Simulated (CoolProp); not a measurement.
A Linde-Hampson liquefier for oxygen: isothermal reversible compression at 280 K from 1 atm to 5 MPa, throttling to 1 atm, return gas leaving the recuperator 5 K below the feed. Each further row changes one setting.

Values from CoolProp's reference Helmholtz-energy equation of state, Schmidt 1985.

| case | liquid yield per pass | compression work (kJ/kg of gas) |
|---|---|---|
| as stated | … | 281 |
| high pressure 10 MPa | … | … |
| warm-end temperature 310 K | … | … |
| warm-end gap 10 K | … | 281 |

### Question
Complete the blanks.

### Answer

- as stated, liquid yield per pass: 0.024
- high pressure 10 MPa, liquid yield per pass: 0.059
- high pressure 10 MPa, compression work (kJ/kg of gas): 328
- warm-end temperature 310 K, liquid yield per pass: 0.016
- warm-end temperature 310 K, compression work (kJ/kg of gas): 312
- warm-end gap 10 K, liquid yield per pass: 0.012

Above 300 K oxygen's equation is extrapolated.
